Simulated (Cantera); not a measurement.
## Equilibrium for silicon nitride deposition: SiH4 + N2

A closed system holds: 1 mol SiH4, a varied amount of N2, equilibrated at 0.0100 bar.

Cantera equilibrium calculation (NASA polynomials, part measured and part estimated; ideal gas, pure solids and liquids). Candidate condensed phases: Si, Si3N4; 18 gas species. N2 is the only nitrogen source here; it is nearly inert below about 1500 K, so the nitride shown seldom forms there in practice. Mutual solubility and eutectic melting of coexisting phases are not modelled. Equilibrium is a limit: real reactors are often held back by kinetics, nucleation or transport.

Problem. Map the stable condensed phases over T = 1200, 1250, 1300, 1350, 1400, 1450, 1500, 1550, 1600, 1650 °C and n(N2) in mol = 0.32, 0.51, 0.83, 1.3, 2.2, 3.5, 5.7, 9.3, 15, 24, 39.

Solution. 
```
T in °C \ n(N2) in mol
         0.32 0.51 0.83  1.3  2.2  3.5  5.7  9.3   15   24   39
   1650     A    A    A    A    A    A    A    A    A    A    A
   1600     A    A    A    A    A    A    A    A    A    A    A
   1550     A    A    A    A    A    A    A    A    A    A    A
   1500     A    A    A    A    A    B    B    B    B    B    B
   1450     A    A    C    B    B    B    B    B    B    B    B
   1400     C    C    C    B    B    B    B    B    B    B    B
   1350     C    C    B    B    B    B    B    B    B    B    B
   1300     C    C    B    B    B    B    B    B    B    B    B
   1250     C    C    B    B    B    B    B    B    B    B    B
   1200     C    C    B    B    B    B    B    B    B    B    B
```
A: Si; B: Si3N4; C: Si + Si3N4.
